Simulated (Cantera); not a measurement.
A closed system holds: 1 mol Al(CH3)3, 44 mol N2O, 19 mol H2, equilibrated at 1875 K and 1.00 bar.

Method: chemical equilibrium by Gibbs-energy minimisation in Cantera with the NASA 1993 tables (ideal gas, pure condensed phases). Candidate condensed phases: Al, AlN, Al2O3, C, C6H6, C7H8, C8H18, H2O; 148 gas species. The feed counts by its element totals alone. Gases not in the tables: Al(OH)3. Rates play no part.

Base state: N2 0.570, H2O 0.304, O2 0.0826, CO2 0.0389, NO 0.00283, OH 0.00147, H2 0.000112, O 6.91e-5 (mole fractions); condensed: Al2O3(s).

### Question
What changes in the equilibrium state with this change: H2 from 19 to 730 mol?

### Answer
```tsv
species	before	after
H2	0.000112	0.889
N2	0.570	0.0563
H2O	0.304	0.0505
O2	0.0826	<1e-9
CO2	0.0389	5.23e-5
NO	0.00283	1.85e-8
O	6.91e-5	1.44e-9
OH	0.00147	2.74e-6
H	6.92e-6	0.000618
Al2O3(s), mol	0.500	0.500
```

### Question
What changes in the equilibrium state with this change: temperature from 1875 K to 1700 K?

### Answer
```
species         before     after
-------------  -------  --------
N2               0.570     0.571
H2O              0.304     0.305
O2              0.0826    0.0835
NO             0.00283   0.00156
OH             0.00147  0.000504
CO2             0.0389    0.0389
CO             5.86e-5   9.25e-6
O              6.91e-5   1.29e-5
Al2O3(s), mol    0.500     0.500
```

### Question
What changes in the equilibrium state with this change: N2O from 44 to 2.9 mol?

### Answer
```
species             before     after
----------------  --------  --------
H2                0.000112     0.813
CO                 5.86e-5     0.101
N2                   0.570    0.0822
H2O                  0.304   1.63e-5
O2                  0.0826     <1e-9
CO2                 0.0389   4.92e-7
NO                 0.00283     <1e-9
HCN                  <1e-9   0.00225
OH                 0.00147     <1e-9
CH4                  <1e-9  0.000401
C2H2 (acetylene)     <1e-9  0.000258
Al2O3(s), mol        0.500         0
AlN(s), mol              0     1.000
C(graphite), mol         0   0.00594
```
